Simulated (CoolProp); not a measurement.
The fluid at 293.15 K and 1.34 MPa is throttled through a valve to 0.789 MPa with no heat exchange. The same conditions are run with several fluids, on thermodynamics alone (safety and materials aside).

The numbers come from the reference Helmholtz-energy equation of state of each fluid (sulfur hexafluoride: Guder 2009; oxygen: Schmidt 1985; carbon dioxide: Span 1996; CH3F (R41): Lemmon 2006; nitrous oxide: Lemmon 2006) in CoolProp.

```
fluid                temperature change (K)  final density (kg/m³)
-------------------  ----------------------  ---------------------
sulfur hexafluoride                    -6.8                   54.4
oxygen                                 -1.5                   10.5
carbon dioxide                         -6.5                   15.3
CH3F (R41)                            -10.6                   12.4
nitrous oxide                          -6.6                   15.3
```
